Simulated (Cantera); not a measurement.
A closed system holds: 1 mol SiH2Cl2, 0.41 mol Cl2, 15 mol N2, at 13300 Pa.

These are equilibrium values from Cantera (NASA tables, ideal gas, pure condensed phases), not measurements of a reactor. Candidate condensed phases: NH4Cl, Si, Si3N4; 28 gas species. N2 is the only nitrogen source here; it is nearly inert below about 1500 K, so the nitride shown seldom forms there in practice. Kinetics and transport are ignored.

Over these rows the condensed part is Si3N4(s). Partial pressures as log10 of bar:

```csv
T (K),1000/T (1/K),log p SiCl2,log p N2,log p HCl,log p SiCl4,log p H2
1173,0.8525,-5.51,-0.93,-1.93,-2.57,-2.66
1223,0.8177,-5.00,-0.93,-1.93,-2.58,-2.67
1273,0.7855,-4.54,-0.93,-1.92,-2.59,-2.69
1323,0.7559,-4.12,-0.93,-1.92,-2.61,-2.70
1373,0.7283,-3.73,-0.93,-1.92,-2.64,-2.70
1423,0.7027,?,-0.93,-1.92,-2.69,-2.70
```

### Question
Fit log p(SiCl2) = a + b·(1000/T) to the five rows, give the apparent enthalpy, and predict the row at 1423 K.

### Answer
Means: 1000/T = 0.7880, log p = -4.580. Sxy = -0.138070, Sxx = 0.0096431, so b = -14.32 and a = -4.580 − (-14.32)×0.7880 = 6.70.
Apparent enthalpy: −19.145 × (-14.32) = 274 kJ/mol. With the condensed phases at unit activity, 1/6 Si3N4(s) + 1/2 SiCl4(g) = SiCl2(g) + 1/3 N2(g) links this pressure to the main gases: over the six rows their terms move log p by -0.06 in all, so the slope is close to that reaction's ΔH°. The five rows lie within 0.01 of the line.
Prediction at 1423 K: 6.70 + (-14.32)×0.7027 = -3.36. The computed value is -3.39, 0.03 from the line.
